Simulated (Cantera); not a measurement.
SiC + H2 (sublimation and decomposition of ceramics)

Charge: 1 mol SiC, 4.2 mol H2, held at 23.3 Torr.

Method: chemical equilibrium by Gibbs-energy minimisation in Cantera with the NASA 1993 tables (ideal gas, pure condensed phases). Candidate condensed phases: C, C6H6, C7H8, C8H18, Si, SiC; 99 gas species. Ions and electrons are included (thermal ionisation). Gases not in the tables: Si2H6 and higher silanes. The numbers say what is thermodynamically allowed, not how fast it happens.

| T (°C) | x H2 | x H | x Si | x C | x SiC2 | x C2H2 (acetylene) | x C3 | n SiC(s) | n C(graphite) |
|---|---|---|---|---|---|---|---|---|---|
| 1727 | 0.990 | 0.00919 | 0.000197 | 3.85e-10 | 1.25e-6 | 0.000117 | 5.37e-11 | 0.999 | 0 |
| 1977 | 0.953 | 0.0412 | 0.00321 | 8.71e-8 | 0.000204 | 0.00175 | 8.54e-8 | 0.982 | 0 |
| 2227 | 0.809 | 0.128 | 0.0367 | 5.37e-6 | 0.00952 | 0.00875 | 1.60e-5 | 0.720 | 0.0794 |
| 2477 | 0.539 | 0.285 | 0.0990 | 0.000122 | 0.0491 | 0.0152 | 0.000544 | 0 | 0.155 |
| 2727 | 0.326 | 0.512 | 0.0916 | 0.00126 | 0.0461 | 0.0121 | 0.00464 | 0 | 0 |
| 2977 | 0.148 | 0.701 | 0.0921 | 0.00688 | 0.0266 | 0.00396 | 0.0121 | 0 | 0 |
| 3227 | 0.0554 | 0.789 | 0.0960 | 0.0234 | 0.0109 | 0.000708 | 0.0137 | 0 | 0 |
| 3477 | 0.0201 | 0.808 | 0.0975 | 0.0532 | 0.00305 | 8.47e-5 | 0.00746 | 0 | 0 |
| 3727 | 0.00793 | 0.806 | 0.0969 | 0.0801 | 0.000529 | 6.79e-6 | 0.00172 | 0 | 0 |
| 3977 | 0.00349 | 0.806 | 0.0960 | 0.0910 | 7.06e-5 | 4.61e-7 | 0.000235 | 0 | 0 |
| 4227 | 0.00168 | 0.806 | 0.0951 | 0.0942 | 1.01e-5 | 3.62e-8 | 3.15e-5 | 0 | 0 |
| 4477 | 0.000875 | 0.805 | 0.0940 | 0.0952 | 1.69e-6 | 3.57e-9 | 4.92e-6 | 0 | 0 |
| 4727 | 0.000485 | 0.804 | 0.0923 | 0.0955 | 3.34e-7 | 4.37e-10 | 9.06e-7 | 0 | 0 |
x: gas mole fraction; n: condensed amount in mol.

From 1727 °C to 1977 °C the condensed part is SiC(s). At 2227 °C the condensed part is C(graphite) + SiC(s). At 2477 °C the condensed part is C(graphite). From 2727 °C to 4727 °C nothing is condensed. The main Si-bearing gas is Si throughout.
